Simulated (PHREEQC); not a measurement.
1.1 g of hydrous ferric oxide (600 m²/g; 0.2 weak and 0.005 strong sites per Fe, Dzombak-Morel constants, diffuse double layer) in 1 kg of water with 0.3 mol/kgw of an inert sodium salt and 7.6e-06 mol/kgw SrCl2 and 0.0056 mol/kgw Ag2SO4, at 25 °C; the pH is set by adding NaOH or the inert anion's acid. O2 is buffered at 0.21 atm. The system is closed to CO2. Precipitation was switched off in this run.

All values are PHREEQC results (ion-association model, wateq4f.dat), not measurements.

| pH | Sr sorbed (%) | S sorbed (%) | Ag sorbed (%) | surface charge σ (C/m²) | surface potential ψ (mV) |
|---|---|---|---|---|---|
| 3 | 0.0 | 15.4 | 0.0 | 0.117 | 69 |
| 3.5 | 0.0 | 15.4 | 0.0 | 0.117 | 69 |
| 4 | 0.0 | 15.3 | 0.0 | [?] | 68 |
| 4.5 | 0.0 | [?] | 0.1 | 0.114 | 68 |
| 5 | 0.0 | 13.9 | 0.3 | [?] | 66 |
| 5.5 | 0.0 | 12.0 | 0.5 | 0.099 | 62 |
| 6 | 0.0 | 9.1 | 0.8 | [?] | 55 |
| 6.5 | 0.0 | 5.6 | [?] | 0.068 | 46 |
| 7 | 0.0 | 2.3 | 4.7 | 0.048 | 35 |
| 7.5 | 0.1 | 0.5 | 10.4 | 0.024 | [?] |
| 8 | 0.4 | 0.1 | 16.4 | 0.003 | 2 |
| 8.5 | 0.6 | 0.0 | 20.0 | -0.007 | -6 |
| 9 | 0.7 | 0.0 | [?] | -0.009 | -7 |
| 9.5 | 0.7 | 0.0 | 21.8 | -0.010 | -8 |
| 10 | [?] | 0.0 | 22.0 | -0.010 | -8 |
| 10.5 | 0.9 | 0.0 | 22.0 | -0.010 | -8 |
| 11 | 1.3 | 0.0 | 22.0 | -0.010 | -8 |

### Question
Fill in the missing entries.

### Answer

- 4, surface charge σ (C/m²): 0.116
- 4.5, S sorbed (%): 15.0
- 5, surface charge σ (C/m²): 0.109
- 6, surface charge σ (C/m²): 0.085
- 6.5, Ag sorbed (%): 1.7
- 7.5, surface potential ψ (mV): 18
- 9, Ag sorbed (%): 21.4
- 10, Sr sorbed (%): 0.8

Along this series the solution becomes supersaturated in solids that the run did not let form, among them Cerargyrite, Ag2O. Complexes and solids missing from the database can't appear. The oxide is taken as insoluble; below pH 4 it would dissolve.
